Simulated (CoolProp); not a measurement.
Computed with CoolProp (reference Helmholtz-energy equation of state, Lemmon 2003). It is a pseudo-pure fit of the blend.

**Question.** For R407C, give the phase and the density (kg/m³), Joule-Thomson coefficient (K/MPa), isothermal compressibility (1/MPa), Prandtl number at 205 K and 0.537 MPa.

**Answer.** 
- 205 K and 0.537 MPa: liquid; density 1450, Joule-Thomson coefficient -0.315, isothermal compressibility 0.00123, Prandtl number 4.97

Viscosity comes from a separate model (Geller 2000). Thermal conductivity comes from a separate model (Geller 2001).
